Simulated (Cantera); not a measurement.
Mixture: CH4 : C2H6 : O2 : N2 = 1 : 0.28 : 2.98 : 11.2 (molar parts), equivalence ratio 1.0, at 25.0 bar, adiabatic and at constant volume. Ignition delay is the time to a rise of 400 K.

Detailed kinetics in Cantera: GRI-Mech 3.0 (53 species, 325 reactions). The pressure lies above the range GRI-Mech 3.0 was tuned for (to about 10 atm).

Question: What does this change do: constant pressure in place of constant volume?

Answer: 
| quantity | before | after |
|---|---|---|
| delay at 1025 K | 7.97 ms | 8.35 ms |
| delay at 1175 K | 0.593 ms | 0.625 ms |
| delay at 1325 K | 79.3 µs | 85.7 µs |
| delay at 1475 K | 17.5 µs | 19.5 µs |
| apparent activation energy between 1400 and 1550 K | 160 kJ/mol | 150 kJ/mol |
